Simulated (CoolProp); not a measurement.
Properties of R141b along the isobar 53 bar (Tc = 477.5 K, pc = 42.12 bar, ω = 0.220).

Model: reference Helmholtz-energy equation of state, Lemmon 2006, in CoolProp. It is a short technical equation, of lower accuracy than the large ones.

| T (K) | phase | Z | speed of sound (m/s) | Joule-Thomson coefficient (K/MPa) |
|---|---|---|---|---|
| 396 | liquid | 0.1812 | 519.4 | -0.03204 |
| 405.5 | liquid | 0.1812 | 487.2 | 0.04246 |
| 414.9 | liquid | 0.1817 | 454.9 | 0.1325 |
| 424.4 | liquid | 0.1828 | ___ | 0.2464 |
| 433.8 | liquid | 0.1845 | 388.0 | 0.3914 |
| 443.3 | liquid | 0.1871 | ___ | 0.5878 |
| 452.7 | liquid | 0.1910 | 315.8 | 0.8624 |
| 462.2 | liquid | ___ | 275.7 | 1.287 |
| 471.6 | liquid | 0.2061 | 231.6 | 2.015 |
| 481.1 | supercritical | 0.2238 | 179.2 | 3.621 |
| 490.5 | supercritical | 0.2767 | ___ | 8.417 |
| 500 | supercritical | 0.4106 | ___ | 13.19 |

Question: Some entries are withheld; supply them.

Answer: 
- 424.4, speed of sound (m/s): 421.7
- 443.3, speed of sound (m/s): 352.6
- 462.2, Z: 0.1969
- 490.5, speed of sound (m/s): 121.5
- 500, speed of sound (m/s): 111.2
